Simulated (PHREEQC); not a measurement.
A solution holds 0.0035 mol/kgw KOH, 0.0016 mol/kgw K2SO4 and 8.3e-05 mol/kgw H3BO3, at 25 °C. Closed to the air; pH follows from the charge balance.

Computed with PHREEQC (ion-association model, wateq4f.dat).

| quantity | before | after |
|---|---|---|
| pH | 11.49 | 10.52 |
| KSO4- (mol/kgw) | 4.98e-5 | 6.58e-7 |
| H3BO3 (mol/kgw) | 4.18e-7 | 4.01e-7 |

Problem. Name the change that produced these shifts.
A. temperature from 25 to 60 °C
B. diluted 10-fold with water
C. 0.0045 mol/kgw NaCl added
D. 0.0057 mol/kgw NaCl added

Solution. B, diluted 10-fold with water

No solid was allowed to form.
